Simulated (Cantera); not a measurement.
Charge: 1 mol ZrN, 1.5 mol H2, at 1625 K and 5.90 mbar.

Equilibrium computed with Cantera from the NASA thermochemical tables; the gas is ideal and each condensed phase is pure. Candidate condensed phases: Zr, ZrN; 11 gas species. ZrN: taken at fixed stoichiometry. Kinetics and transport are ignored.

Base state: H2 0.999, H 0.000918 (mole fractions); condensed: ZrN(s).

**Question.** What changes in the equilibrium state with this change: temperature from 1625 K to 2448.15 K?

**Answer.** 
```csv
species,before,after
H2,0.999,0.772
H,0.000918,0.228
Zr,<1e-9,0.000263
N2,<1e-9,0.000182
"ZrN(s), mol",1.00,0.999
"Zr(l), mol",0,0.000172
```
Mutual solubility and eutectic melting of coexisting phases are not modelled. Condensed phases not in the tables: N, O or C dissolved in the metal.
